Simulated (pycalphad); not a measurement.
**Effect of Si content in Ti-Si-V**

Computed with pycalphad from the COST 507 light-alloy database (1999), at 1 atm. The data set is of 1999 and partly superseded. The system is extrapolated from its subsystems; higher-order compounds may be missing. Amounts are mole fractions of atoms. Kinetics are ignored, which matters at the lower temperatures.

| alloy | liquidus (K) | first solid | solidus (K) | phases at 970 K |
|---|---|---|---|---|
| Ti-1.35Si-1.3V (at.%) | 1912 | BCC_A2 | 1780 | HCP_A3 0.95, SITI3 0.04, BCC_A2 0.01 |
| Ti-2.03Si-1.3V (at.%) | 1901 | BCC_A2 | 1731 | HCP_A3 0.92, SITI3 0.06, BCC_A2 0.02 |
| Ti-2.7Si-1.3V (at.%) | 1889 | BCC_A2 | 1695 | HCP_A3 0.89, SITI3 0.09, BCC_A2 0.02 |
| Ti-4.05Si-1.3V (at.%) | 1865 | BCC_A2 | 1644 | HCP_A3 0.83, SITI3 0.15, BCC_A2 0.02 |
| Ti-5.4Si-1.3V (at.%) | 1839 | BCC_A2 | 1611 | HCP_A3 0.77, SITI3 0.20, BCC_A2 0.03 |
| Ti-8.1Si-1.3V (at.%) | 1774 | BCC_A2 | 1611 | HCP_A3 0.65, SITI3 0.31, BCC_A2 0.04 |

Database names, with the compositions (at.%) that they take in these runs: SITI3: Ti 75 Si 25. BCC_A2 is bcc; HCP_A3 is hcp.
